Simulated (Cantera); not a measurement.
Charge: 1 mol AlN, 260 mol H₂.

These are equilibrium values from Cantera (NASA tables, ideal gas, pure condensed phases), not measurements of a reactor. Candidate condensed phases: Al, AlN; 13 gas species. The numbers say what is thermodynamically allowed, not how fast it happens.

**Question.** What condenses at these points (T in K, P in Pa): (1323, 10000); (1423, 1); (1498, 3200); (1498, 3.2); (1298, 1000)?

**Answer.** 
```json
[
 {"T (K)": "1323", "P in Pa": "10000", "condensed phases": "AlN", "Al condensed (%)": "100.0"},
 {"T (K)": "1423", "P in Pa": "1", "condensed phases": "AlN", "Al condensed (%)": "18.2"},
 {"T (K)": "1498", "P in Pa": "3200", "condensed phases": "AlN", "Al condensed (%)": "99.8"},
 {"T (K)": "1498", "P in Pa": "3.2", "condensed phases": "gas only", "Al condensed (%)": "0.0"},
 {"T (K)": "1298", "P in Pa": "1000", "condensed phases": "AlN", "Al condensed (%)": "100.0"}
]
```
